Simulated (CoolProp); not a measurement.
Chlorine at 293.15 K and 0.359 MPa is compressed adiabatically to 1.16 MPa with isentropic efficiency 0.8. Each further row changes one setting.

Values from CoolProp's reference Helmholtz-energy equation of state, Thol 2021.

| case | work (kJ/kg) | final temperature (K) | final density (kg/m³) |
|---|---|---|---|
| as stated | ___ | 411.3 | ___ |
| efficiency 1 | ___ | ___ | ___ |
| efficiency 0.65 | ___ | ___ | ___ |

Problem. What belongs in the gaps?

Solution. 
- as stated, work (kJ/kg): 55.2
- as stated, final density (kg/m³): 25.4
- efficiency 1, work (kJ/kg): 44.2
- efficiency 1, final temperature (K): 391.3
- efficiency 1, final density (kg/m³): 27.0
- efficiency 0.65, work (kJ/kg): 68.0
- efficiency 0.65, final temperature (K): 434.7
- efficiency 0.65, final density (kg/m³): 23.8
